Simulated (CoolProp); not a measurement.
The numbers come from the reference Helmholtz-energy equation of state, Setzmann 1991 in CoolProp.

### Question
For methane, give the phase and the speed of sound (m/s), Prandtl number at 128.5 K and 12.5 bar.

### Answer
- 128.5 K and 12.5 bar: liquid; speed of sound 1180, Prandtl number 1.90

Viscosity comes from a separate model (Quiñones-Cisneros 2006). Thermal conductivity comes from a separate model (Friend 1989).
